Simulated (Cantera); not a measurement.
A Cantera script and what it prints.

```python
import numpy as np
import cantera as ct

gas_names = [...]  # 151 gases of nasa_gas.yaml made of C, H, N, O, Si
cond_names = """
    C(gr) C6H6(L) C7H8(L) C8H18(L),n-octa H2O(s) H2O(L) Si(cr) Si(L) SiC(b) SiO2(Lqz) SiO2(hqz) SiO2(L)
    Si2N2O(s) Si3N4(a)
""".split()


# ... load() reads the species with a 1 bar reference pressure and builds the phases ...
atoms = {
    'Si2H6': {'Si': 2, 'H': 6},
    'CO2': {'C': 1, 'O': 2},
    'N2': {'N': 2},
}
top_T = {'C(gr)': 4500, 'SiC(b)': 3050, 'Si2N2O(s)': 2100, 'Si3N4(a)': 2400}  # K; cautious upper limits of use, not melting points


# ... equilibrate(T, P, feed) seeds the gas with the atoms and calls Mixture.equilibrate('TP', solver="vcs", rtol=1e-11, max_steps=5000) ...
results = []
feed = {'Si2H6': 1, 'CO2': 0.21, 'N2': 1.3}  # mol
P = 1000  # Pa
for T in [573, 673, 773, 873, 973, 1073, 1173, 1273, 1373, 1473, 1573]:
    mix = equilibrate(T, P, feed)
    results.append((T, P, feed, dict(zip(mix.species_names, mix.species_moles))))
    x = sorted(zip(gas.X, gas.species_names), reverse=True)
    print(f"T = {T:g} K  P = {P:g} Pa  gas = {mix.phase_moles(0):.4g} mol")
    print("   x: " + "  ".join(f"{s} {v:.3e}" for v, s in x if v > 1e-06))
    print("   condensed (mol): " + ("  ".join(f"{mix.phase(i).name} {mix.phase_moles(i):.4g}"
          for i in range(1, mix.n_phases) if mix.phase_moles(i) > 1e-12) or "none"))
```

Result:

```
T = 573 K  P = 1000 Pa  gas = 2.896 mol
   x: H2 8.906e-01  CH4 7.251e-02  N2 3.677e-02  NH3 1.088e-04
   condensed (mol): Si2N2O(s) 0.42  Si3N4(a) 0.3867
T = 673 K  P = 1000 Pa  gas = 2.897 mol
   x: H2 8.907e-01  CH4 7.250e-02  N2 3.681e-02  NH3 2.170e-05
   condensed (mol): Si2N2O(s) 0.42  Si3N4(a) 0.3867
T = 773 K  P = 1000 Pa  gas = 3.049 mol
   x: H2 9.461e-01  N2 3.498e-02  CH4 1.895e-02  NH3 6.817e-06
   condensed (mol): C(gr) 0.1522  Si2N2O(s) 0.42  Si3N4(a) 0.3867
T = 873 K  P = 1000 Pa  gas = 3.094 mol
   x: H2 9.614e-01  N2 3.448e-02  CH4 4.148e-03  NH3 2.654e-06
   condensed (mol): C(gr) 0.1972  Si2N2O(s) 0.42  Si3N4(a) 0.3867
T = 973 K  P = 1000 Pa  gas = 3.103 mol
   x: H2 9.644e-01  N2 3.437e-02  CH4 1.195e-03  NH3 1.229e-06
   condensed (mol): C(gr) 0.2063  Si2N2O(s) 0.42  Si3N4(a) 0.3867
T = 1073 K  P = 1000 Pa  gas = 3.105 mol
   x: H2 9.652e-01  N2 3.435e-02  CH4 4.281e-04  HCN 2.807e-06
   condensed (mol): C(gr) 0.2087  Si2N2O(s) 0.42  Si3N4(a) 0.3867
T = 1173 K  P = 1000 Pa  gas = 3.106 mol
   x: H2 9.655e-01  N2 3.434e-02  CH4 1.813e-04  HCN 9.991e-06  H 1.158e-06
   condensed (mol): C(gr) 0.2094  Si2N2O(s) 0.42  Si3N4(a) 0.3867
T = 1273 K  P = 1000 Pa  gas = 3.246 mol
   x: H2 9.240e-01  N2 7.592e-02  CH4 4.426e-05  HCN 2.334e-05  H 6.855e-06  CO 4.128e-06
   condensed (mol): SiC(b) 0.2098  Si2N2O(s) 0.42  Si3N4(a) 0.3168
T = 1373 K  P = 1000 Pa  gas = 3.247 mol
   x: H2 9.240e-01  N2 7.594e-02  H 3.201e-05  HCN 1.755e-05  CO 1.196e-05  CH4 7.177e-06
   condensed (mol): SiC(b) 0.2099  Si2N2O(s) 0.42  Si3N4(a) 0.3167
T = 1473 K  P = 1000 Pa  gas = 3.247 mol
   x: H2 9.239e-01  N2 7.593e-02  H 1.216e-04  CO 2.994e-05  SiO 1.469e-05  HCN 1.376e-05  CH4 1.495e-06
   condensed (mol): SiC(b) 0.2099  Si2N2O(s) 0.4199  Si3N4(a) 0.3168
T = 1573 K  P = 1000 Pa  gas = 3.249 mol
   x: H2 9.233e-01  N2 7.595e-02  H 3.907e-04  SiO 2.936e-04  CO 6.674e-05  HCN 1.116e-05  Si 2.154e-06  SiH2 1.327e-06
   condensed (mol): SiC(b) 0.2097  Si2N2O(s) 0.4188  Si3N4(a) 0.3172
```

Cantera equilibrium calculation (NASA polynomials, part measured and part estimated; ideal gas, pure solids and liquids). The feed counts by its element totals alone. N2 is the only nitrogen source here; it is nearly inert below about 1500 K, so the nitride shown seldom forms there in practice. Mutual solubility and eutectic melting of coexisting phases are not modelled.
